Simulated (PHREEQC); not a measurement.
0.13 g of hydrous ferric oxide (600 m²/g; 0.2 weak and 0.005 strong sites per Fe, Dzombak-Morel constants, diffuse double layer) in 1 kg of water with 0.05 mol/kgw of an inert sodium salt and 0.00031 mol/kgw CaCl2, at 25 °C; the pH is set by adding NaOH or the inert anion's acid. Oxygen is held at 0.21 atm. No CO2 enters from the air. Precipitation was switched off in this run.

All values are PHREEQC results (ion-association model, wateq4f.dat), not measurements.

```json
[
 {"pH": "4", "Ca sorbed (%)": "0.0", "surface charge σ (C/m²)": "0.295", "surface potential ψ (mV)": "159"},
 {"pH": "4.5", "Ca sorbed (%)": "0.0", "surface charge σ (C/m²)": "0.239", "surface potential ψ (mV)": "149"},
 {"pH": "5.5", "Ca sorbed (%)": "0.0", "surface charge σ (C/m²)": "0.131", "surface potential ψ (mV)": "118"},
 {"pH": "6", "Ca sorbed (%)": "0.0", "surface charge σ (C/m²)": "___", "surface potential ψ (mV)": "99"},
 {"pH": "6.5", "Ca sorbed (%)": "___", "surface charge σ (C/m²)": "0.058", "surface potential ψ (mV)": "78"},
 {"pH": "7.5", "Ca sorbed (%)": "1.2", "surface charge σ (C/m²)": "___", "surface potential ψ (mV)": "33"},
 {"pH": "8", "Ca sorbed (%)": "2.9", "surface charge σ (C/m²)": "___", "surface potential ψ (mV)": "10"},
 {"pH": "8.5", "Ca sorbed (%)": "7.9", "surface charge σ (C/m²)": "-0.005", "surface potential ψ (mV)": "-9"},
 {"pH": "9.5", "Ca sorbed (%)": "32.0", "surface charge σ (C/m²)": "-0.013", "surface potential ψ (mV)": "-24"},
 {"pH": "10", "Ca sorbed (%)": "39.8", "surface charge σ (C/m²)": "-0.014", "surface potential ψ (mV)": "-26"},
 {"pH": "10.5", "Ca sorbed (%)": "43.4", "surface charge σ (C/m²)": "-0.015", "surface potential ψ (mV)": "___"},
 {"pH": "11.5", "Ca sorbed (%)": "45.5", "surface charge σ (C/m²)": "___", "surface potential ψ (mV)": "-30"},
 {"pH": "12", "Ca sorbed (%)": "45.6", "surface charge σ (C/m²)": "-0.019", "surface potential ψ (mV)": "-31"}
]
```

Problem. What belongs in the gaps?

Solution. 
- 6, surface charge σ (C/m²): 0.089
- 6.5, Ca sorbed (%): 0.1
- 7.5, surface charge σ (C/m²): 0.018
- 8, surface charge σ (C/m²): 0.005
- 10.5, surface potential ψ (mV): -28
- 11.5, surface charge σ (C/m²): -0.017

Complexes and solids missing from the database can't appear.
